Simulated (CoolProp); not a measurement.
Saturation properties of o-xylene (Tc = 630.3 K, pc = 3.737 MPa, ω = 0.312).

Values from CoolProp's reference Helmholtz-energy equation of state, Zhou 2012.

```csv
T (K),p (MPa),liquid density (kg/m³),vapour Z,vapour viscosity (µPa s)
310.8,0.001820,865.3,0.9973,6.87
315.7,0.002352,861.1,0.9968,6.96
320.7,0.003027,856.8,0.9961,7.05
325.6,0.003840,852.6,0.9953,7.15
330.5,0.004833,848.4,0.9944,7.24
335.4,0.006033,844.2,0.9934,7.33
340.3,0.007474,840.0,0.9923,7.43
345.3,0.009232,835.6,0.9910,7.53
350.2,0.01128,831.3,0.9896,7.63
355.1,0.01368,827.0,0.9880,7.72
360,0.01650,822.7,0.9863,7.82
364.9,0.01978,818.3,0.9844,7.92
369.9,0.02366,813.8,0.9823,8.02
374.8,0.02804,809.4,0.9801,8.12
379.7,0.03306,805.0,0.9777,8.22
```

It boils at 417.5 K under 1 atm.

Viscosity comes from a separate model (Cao 2016).
